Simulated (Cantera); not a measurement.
Premixed flame

A freely propagating, adiabatic, planar premixed flame of 15.5 % CO, 13.1 % H₂, 13.0 % O₂, 58.4 % N₂, unburnt at 525 K and 5.00 bar; mixture-averaged transport, grid criteria slope 0.08 and curve 0.16, no radiation.

Computed with Cantera and GRI-Mech 3.0 (53 species, 325 reactions). The hydrogen kinetics of GRI-Mech 3.0 are dated; newer H2 mechanisms differ, most at raised pressure. Burning velocities carry a grid error of a few per cent, more on coarse grids.

```json
[
 {"z (mm)": "-0.249", "T (K)": "525", "u (m/s)": "1.93", "x CO": "0.155", "x H₂": "0.130", "x O₂": "0.130", "x NO": "<1e-8", "x NO₂": "<1e-8", "x H₂O₂": "<1e-8"},
 {"z (mm)": "-0.166", "T (K)": "525", "u (m/s)": "1.93", "x CO": "0.155", "x H₂": "0.130", "x O₂": "0.130", "x NO": "<1e-8", "x NO₂": "<1e-8", "x H₂O₂": "<1e-8"},
 {"z (mm)": "-0.124", "T (K)": "525", "u (m/s)": "1.93", "x CO": "0.156", "x H₂": "0.129", "x O₂": "0.130", "x NO": "<1e-8", "x NO₂": "<1e-8", "x H₂O₂": "4.27e-8"},
 {"z (mm)": "-0.0829", "T (K)": "527", "u (m/s)": "1.93", "x CO": "0.157", "x H₂": "0.124", "x O₂": "0.131", "x NO": "<1e-8", "x NO₂": "<1e-8", "x H₂O₂": "7.93e-7"},
 {"z (mm)": "-0.0415", "T (K)": "588", "u (m/s)": "2.10", "x CO": "0.159", "x H₂": "0.102", "x O₂": "0.132", "x NO": "2.58e-8", "x NO₂": "1.40e-8", "x H₂O₂": "3.89e-5"},
 {"z (mm)": "-0.0207", "T (K)": "879", "u (m/s)": "3.08", "x CO": "0.155", "x H₂": "0.0726", "x O₂": "0.121", "x NO": "4.49e-7", "x NO₂": "1.38e-8", "x H₂O₂": "0.000101"},
 {"z (mm)": "0", "T (K)": "1337", "u (m/s)": "4.60", "x CO": "0.136", "x H₂": "0.0377", "x O₂": "0.0874", "x NO": "2.79e-6", "x NO₂": "<1e-8", "x H₂O₂": "2.01e-5"},
 {"z (mm)": "0.0207", "T (K)": "1650", "u (m/s)": "5.60", "x CO": "0.110", "x H₂": "0.0172", "x O₂": "0.0540", "x NO": "8.22e-6", "x NO₂": "<1e-8", "x H₂O₂": "3.30e-6"},
 {"z (mm)": "0.0415", "T (K)": "1827", "u (m/s)": "6.13", "x CO": "0.0892", "x H₂": "0.0119", "x O₂": "0.0374", "x NO": "1.46e-5", "x NO₂": "1.26e-8", "x H₂O₂": "1.74e-6"},
 {"z (mm)": "0.0829", "T (K)": "2009", "u (m/s)": "6.65", "x CO": "0.0673", "x H₂": "0.0110", "x O₂": "0.0253", "x NO": "2.48e-5", "x NO₂": "1.66e-8", "x H₂O₂": "9.16e-7"},
 {"z (mm)": "0.166", "T (K)": "2163", "u (m/s)": "7.08", "x CO": "0.0541", "x H₂": "0.00981", "x O₂": "0.0179", "x NO": "3.80e-5", "x NO₂": "2.17e-8", "x H₂O₂": "5.35e-7"},
 {"z (mm)": "0.332", "T (K)": "2276", "u (m/s)": "7.39", "x CO": "0.0459", "x H₂": "0.00792", "x O₂": "0.0128", "x NO": "5.46e-5", "x NO₂": "2.82e-8", "x H₂O₂": "3.47e-7"},
 {"z (mm)": "0.663", "T (K)": "2357", "u (m/s)": "7.61", "x CO": "0.0391", "x H₂": "0.00640", "x O₂": "0.00889", "x NO": "7.81e-5", "x NO₂": "3.50e-8", "x H₂O₂": "2.38e-7"}
]
```
x: mole fraction of selected species; z is measured from the peak of heat release.

```
Item                         Result
------------------------  ---------
laminar burning velocity   193 cm/s
thermal thickness         0.0829 mm
peak x(H₂O₂)               0.000102
grid points                     106
```
